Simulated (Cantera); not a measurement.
What does this Cantera script print?

```python
import numpy as np
import cantera as ct

gas_names = """
    H HI H2 I I2 Na NaH NaI Na2
""".split()
cond_names = """
    I2(cr) I2(L) Na(cr) Na(L) NaI(s) NaI(L)
""".split()


# ... load() reads the species with a 1 bar reference pressure and builds the phases ...
atoms = {
    'NaI': {'Na': 1, 'I': 1},
    'H2': {'H': 2},
}
top_T = {}  # K; cautious upper limits of use, not melting points


# ... equilibrate(T, P, feed) seeds the gas with the atoms and calls Mixture.equilibrate('TP', solver="vcs", rtol=1e-11, max_steps=5000) ...
results = []
feed = {'NaI': 1, 'H2': 16}  # mol
P = 0.61  # Pa
for T in [775, 925, 1075, 1225, 1375, 1525, 1675, 1825, 1975, 2125]:
    mix = equilibrate(T, P, feed)
    results.append((T, P, feed, dict(zip(mix.species_names, mix.species_moles))))

top = {s: max(r[3][s] / sum(r[3][g] for g in gas_names) for r in results) for s in gas_names}
cols = sorted((s for s in top if top[s] > 1e-05), key=lambda s: -top[s])[:7]
seen = [c for c in cond_names if any(r[3].get(c, 0) > 1e-12 for r in results)]
print("log10 of partial pressures in bar; condensed amounts in mol")
print(f"{'T/K':>10s}" + "".join(f"{s[:9]:>10s}" for s in cols + seen))
for T, P, feed, n in results:
    ng = sum(n[g] for g in gas_names)
    print(f"{T:10.4g}" + "".join(f"{np.log10(max(n[s] / ng * P / 1e5, 1e-99)):10.3f}" for s in cols)
          + "".join(f"{n.get(c, 0):10.4g}" for c in seen))
```

It prints:

```
log10 of partial pressures in bar; condensed amounts in mol
       T/K        H2         H       NaI        Na         I        HI
       775    -5.241   -14.624    -6.445   -10.808   -11.529   -10.899
       925    -5.241   -12.205    -6.446    -9.408    -9.591    -9.871
      1075    -5.241   -10.454    -6.452    -8.274    -8.321    -9.260
      1225    -5.244    -9.128    -6.499    -7.402    -7.417    -8.858
      1375    -5.253    -8.092    -6.718    -6.802    -6.808    -8.646
      1525    -5.267    -7.259    -7.326    -6.533    -6.536    -8.697
      1675    -5.286    -6.578    -8.178    -6.488    -6.489    -8.920
      1825    -5.343    -6.028    -9.004    -6.506    -6.507    -9.185
      1975    -5.504    -5.616    -9.796    -6.566    -6.567    -9.511
      2125    -5.858    -5.369   -10.555    -6.657    -6.658    -9.939
```

Cantera equilibrium calculation (NASA polynomials, part measured and part estimated; ideal gas, pure solids and liquids).
